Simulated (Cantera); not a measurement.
An isothermal, constant-pressure homogeneous reactor starts with C2H6 : N2 = 1 : 1 (molar parts), at 1525 K and 20.0 Torr.

Model: GRI-Mech 3.0 (53 species, 325 reactions), integrated in Cantera. GRI-Mech 3.0 stops at C3 and has no aromatics, soot or wall deposition, so with more carbon than oxygen in the feed, carbon stays in small species such as C2H2 where larger ones or solid carbon would form. Radical loss at walls, strong at low pressure, is not modelled.

Problem. Predict: x(C2H6) at 3.00 s; x(C2H2) at 3.00 s; x(CH3) at 3.00 s; x(H) at 3.00 s; x(HCN) at 3.00 s; x(C2H4) at 3.00 s; x(H2) at 3.00 s.

Solution. 
* **x(C2H6) at 3.00 s**: 1.47e-5 (gas-phase equilibrium 5.49e-8)
* **x(C2H2) at 3.00 s**: 0.229 (gas-phase equilibrium 0.198)
* **x(CH3) at 3.00 s**: 0.000231 (gas-phase equilibrium 1.13e-5)
* **x(H) at 3.00 s**: 5.74e-5 (gas-phase equilibrium 0.000103)
* **x(HCN) at 3.00 s**: 6.13e-8 (gas-phase equilibrium 0.101)
* **x(C2H4) at 3.00 s**: 0.000899 (gas-phase equilibrium 0.000580)
* **x(H2) at 3.00 s**: 0.416 (gas-phase equilibrium 0.497)
